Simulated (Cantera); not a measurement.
**Reactions in the system F-O-S**

Source: NASA polynomial tables (part measured, part estimated), evaluated in Cantera. Values are per mole of reaction as written; species without (g) are pure solids or liquids, kept so even where they would boil at 1 bar.

6 F(g) + SO3(g) = SF6(g) + O3(g)

```csv
T (K),ΔH° (kJ),ΔS° (J/K),ΔG° (kJ),log10 K
300,-1159.4,-679.0,-955.7,166.39
598,-1167.6,-699.5,-749.2,65.44
648,-1168.1,-700.4,-714.2,57.57
698,-1168.4,-700.9,-679.2,50.83
748,-1168.7,-701.3,-644.2,44.98
798,-1168.9,-701.5,-609.1,39.87
848,-1169.0,-701.7,-574.0,35.36
898,-1169.1,-701.7,-538.9,31.35
948,-1169.1,-701.7,-503.8,27.76
```

SF4(g) = S + 4 F(g)

```tsv
T (K)	ΔH° (kJ)	ΔS° (J/K)	ΔG° (kJ)	log10 K	condensed phases
300	1080.8	367.6	970.5	-168.98	S(s)
598	1093.0	396.5	855.9	-74.76	S(l)
648	1094.1	398.3	836.0	-67.39	S(l)
698	1095.1	399.7	816.0	-61.07	S(l)
748	1095.9	400.9	796.0	-55.59	S(l)
798	1096.6	401.9	776.0	-50.79	S(l)
848	1097.4	402.8	755.8	-46.56	S(l)
898	1098.2	403.7	735.7	-42.79	S(l)
948	1099.1	404.7	715.5	-39.42	S(l)
```

SF6(g) + 2 SO3(g) = 3 SO2(g) + 3 F2(g)

```
T (K)  ΔH° (kJ)  ΔS° (J/K)  ΔG° (kJ)  log10 K
-----  --------  ---------  --------  -------
300      1121.5      548.0     957.1  -166.65
598      1119.8      545.3     793.7   -69.33
648      1118.9      543.8     766.5   -61.79
698      1117.8      542.2     739.4   -55.33
748      1116.7      540.7     712.3   -49.74
798      1115.6      539.2     685.3   -44.86
848      1114.4      537.7     658.4   -40.55
898      1113.1      536.3     631.5   -36.73
948      1111.8      534.9     604.7   -33.32
```
